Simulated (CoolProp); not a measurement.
C3F8 (R218) along the isobar 38.8 bar: density (kg/m³) from the reference equation and from simpler models built on Tc = 71.9 °C, pc = 26.40 bar, ω = 0.317; each cubic takes its own stable root.

The numbers come from the reference Helmholtz-energy equation of state, Lemmon 2006 in CoolProp. It is a short technical equation, of lower accuracy than the large ones.

```json
[
 {"T (°C)": "-6.85", "phase": "liquid", "reference": "1513"},
 {"T (°C)": "6.15", "phase": "liquid", "reference": "1457"},
 {"T (°C)": "19.25", "phase": "liquid", "reference": "1397"},
 {"T (°C)": "32.35", "phase": "liquid", "reference": "1330"},
 {"T (°C)": "45.45", "phase": "liquid", "reference": "1253"},
 {"T (°C)": "58.55", "phase": "liquid", "reference": "1161"},
 {"T (°C)": "71.55", "phase": "liquid", "reference": "1040"},
 {"T (°C)": "84.65", "phase": "supercritical", "reference": "833.1"}
]
```

Task: How far does each simpler model (van der Waals, Redlich-Kwong, Soave-Redlich-Kwong) lie from the reference over these 8 states: mean and median of the absolute difference, and the worst?

Result: 
- van der Waals: mean 31.3 %, median 33.3 %, worst -35.1 % at -6.85 °C and 38.8 bar
- Redlich-Kwong: mean 11.2 %, median 10.9 %, worst -13.8 % at 71.55 °C and 38.8 bar
- Soave-Redlich-Kwong: mean 9.2 %, median 8.2 %, worst -15.3 % at 84.65 °C and 38.8 bar
